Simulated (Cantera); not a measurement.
Input (Python, Cantera):

```python
import numpy as np
import cantera as ct

gas = ct.Solution("SiF4_NH3_mec.yaml", "gas")
gas.TPX = 1925, 3100, {'NH3': 1, 'H2': 0.6}
reactor = ct.IdealGasConstPressureReactor(gas, energy="off", clone=False)
net = ct.ReactorNet([reactor])
net.rtol, net.atol = 1e-08, 1e-18
show = ['NH3', 'H2', 'N2H4', 'N2', 'NH', 'N']
times = np.geomspace(3e-05, 70, 14)

steps = ct.SolutionArray(gas, extra=["t"])
rows = []
print(f"{'t/s':>10s}{'T/K':>9s}{'P/Pa':>11s}" + "".join(f"{s:>11s}" for s in show))
for t in times:
    while net.time < t:
        t_next = net.step()
        steps.append(gas.state, t=t_next)
    rows.append([np.interp(t, steps.t, y) for y in (steps.T, steps.P, *steps(*show).X.T)])
    print(f"{t:10.3e}{rows[-1][0]:9.1f}{rows[-1][1]:11.4g}" + "".join(f"{x:11.3e}" for x in rows[-1][2:]))
rate = np.gradient(steps.T, steps.t)
print("integrator steps:", len(steps.t))
if steps.T.max() > steps.T[0] + 200:
    print(f"time of steepest temperature rise: {steps.t[rate.argmax()]:.4e} s")
gas.TPX = 1925, 3100, {'NH3': 1, 'H2': 0.6}
gas.equilibrate("TP")
print(f"equilibrium (TP): T = {gas.T:.1f} K  " + "  ".join(f"{s} {gas[s].X[0]:.3e}" for s in show))
```

Result:

```
       t/s      T/K       P/Pa        NH3         H2       N2H4         N2         NH          N
 3.000e-05   1925.0       3100  6.250e-01  3.750e-01  3.559e-13  1.722e-13  1.738e-10  1.817e-14
 9.268e-05   1925.0       3100  6.250e-01  3.750e-01  4.359e-12  3.879e-11  2.748e-09  1.670e-12
 2.863e-04   1925.0       3100  6.249e-01  3.750e-01  4.499e-11  5.250e-09  3.277e-08  8.553e-11
 8.844e-04   1925.0       3100  6.248e-01  3.750e-01  4.363e-10  3.838e-07  3.303e-07  2.927e-09
 2.732e-03   1925.0       3100  6.244e-01  3.751e-01  3.888e-09  1.936e-05  2.871e-06  7.420e-08
 8.440e-03   1925.0       3100  6.222e-01  3.763e-01  1.474e-08  5.218e-04  1.034e-05  4.888e-07
 2.607e-02   1925.0       3100  6.139e-01  3.821e-01  1.561e-08  3.085e-03  1.108e-05  5.458e-07
 8.054e-02   1925.0       3100  5.889e-01  3.994e-01  1.476e-08  1.078e-02  1.100e-05  5.556e-07
 2.488e-01   1925.0       3100  5.201e-01  4.471e-01  1.248e-08  3.198e-02  1.075e-05  5.803e-07
 7.686e-01   1925.0       3100  3.661e-01  5.537e-01  7.775e-09  7.942e-02  9.846e-06  6.247e-07
 2.374e+00   1925.0       3100  1.503e-01  7.030e-01  2.308e-09  1.459e-01  7.399e-06  6.545e-07
 7.335e+00   1925.0       3100  1.845e-02  7.939e-01  1.336e-10  1.865e-01  3.585e-06  6.417e-07
 2.266e+01   1925.0       3100  4.620e-05  8.033e-01  1.653e-14  1.918e-01  1.823e-07  1.477e-07
 7.000e+01   1925.0       3100  5.902e-06  8.033e-01  2.732e-16  1.918e-01  2.360e-08  1.924e-08
integrator steps: 1816
equilibrium (TP): T = 1925.0 K  NH3 2.226e-07  H2 8.033e-01  N2H4 3.994e-19  N2 1.918e-01  NH 8.904e-10  N 7.260e-10
```

Computed with Cantera and the gas-phase N/H chemistry of the illustrative SiF4/NH3 mechanism in the Surface Chemkin manual (1991). Walls and surfaces, which speed up NH3 decomposition in real reactors, are not modelled.
